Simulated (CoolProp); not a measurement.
The fluid at 372.38 K and 0.545 MPa is compressed adiabatically to 3.29 MPa with isentropic efficiency 0.9. The same conditions are run with several fluids, on thermodynamics alone (safety and materials aside).

Model: reference Helmholtz-energy equation of state of each fluid (R114: Platzer 1990; R143a: Lemmon and Jacobsen 2000; R410A: Lemmon 2003; hydrogen chloride: Thol 2018; sulfur hexafluoride: Guder 2009), in CoolProp. The equations of Platzer and Polt are older, rougher fits. Blends and air are pseudo-pure fits.

```tsv
fluid	work (kJ/kg)	final temperature (K)	final density (kg/m³)
R114	30.9	442.3	243
R143a	74.1	452.2	84.0
R410A	90.7	475.6	65.2
hydrogen chloride	218	649.8	22.5
sulfur hexafluoride	42.8	435.6	147
```
